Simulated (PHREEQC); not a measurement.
Model water analysis in mmol/kgw, 25 °C, pH 7.57, pe 8.2:

```
constituent           mmol/kgw
--------------------  --------
Na                         236
K                       0.0653
Ca                       0.353
Mg                        14.1
Cl                         251
S(6)                     0.749
Alkalinity (meq/kgw)      1.98
N(5)                      2.06
Si                       0.319
```

Cl is adjusted to close the charge balance.
Valence states are taken as typed.

The numbers come from PHREEQC with the ion-association model, phreeqc.dat.

No solid was allowed to form.

Task: What activity of water, specific conductance, density does the model give?

Result: activity of water 0.991; specific conductance 25200 µS/cm; density 1.008 g/cm³.

Task: In which forms is S present?

Result: SO4-2 64 %, NaSO4- 20 %, MgSO4 16 % of the S.

The solution is supersaturated, for example in Quartz (slow to form), Chalcedony (slow to form), so a real one may precipitate; this is no full list. Species that the database lacks are ignored.
